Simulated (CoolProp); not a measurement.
Vapour-liquid equilibrium of R125 (1) + cyclopropane (2) at 307.3 K; x and y are mole fractions of (1).

Model: multi-fluid Helmholtz-energy mixture model, Lemmon 2005 and Polt 1992; pair parameters Bell 2016, in CoolProp. This equation is an older, rougher fit; its heat capacities, sound speeds and derivatives of the liquid may be far off and weren't checked against measurements.

### Question
Give the bubble pressure and the first vapour's composition at x = 0.15, 0.55, 0.65. Is there an azeotrope?

### Answer
x = 0.15: 1.329 MPa, y = 0.351; x = 0.55: 1.731 MPa, y = 0.632; x = 0.65: 1.773 MPa, y = 0.692. y crosses x between x = 0.75 and 0.85: the model has an azeotrope there.

Pair parameters are fitted to limited data, so mixtures are less certain than the pure fluids.
